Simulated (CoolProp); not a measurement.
A single-stage vapour-compression cycle with CH2F2 (R32): evaporating at 203.15 K (dew point), condensing at 253.15 K (bubble point), superheat 8 K, subcooling 2 K, compressor efficiency 0.9, no pressure losses. Each further row changes one setting.

The numbers come from the reference Helmholtz-energy equation of state, Tillner-Roth 1997 in CoolProp.

| case | cooling COP | pressure ratio | discharge temperature (K) | refrigerating effect (kJ/kg) | volumetric capacity (kJ/m³) |
|---|---|---|---|---|---|
| as stated | 2.86 | 11.2 | 357.1 | 330 | 359 |
| evaporating temperature 208.15 K | 3.35 | 8.31 | 343.4 | ___ | 481 |
| condensing temperature 248.15 K | ___ | ___ | 344.1 | 338 | 368 |
| subcooling 7 K | ___ | 11.2 | 357.1 | 338 | 368 |
| superheat 18 K | ___ | 11.2 | ___ | 338 | ___ |
| compressor efficiency 0.8 | 2.54 | 11.2 | 372.0 | 330 | 359 |

**Question.** Some entries are withheld; supply them.

**Answer.** 
- evaporating temperature 208.15 K, refrigerating effect (kJ/kg): 333
- condensing temperature 248.15 K, cooling COP: 3.25
- condensing temperature 248.15 K, pressure ratio: 9.28
- subcooling 7 K, cooling COP: 2.93
- superheat 18 K, cooling COP: 2.80
- superheat 18 K, discharge temperature (K): 370.6
- superheat 18 K, volumetric capacity (kJ/m³): 350
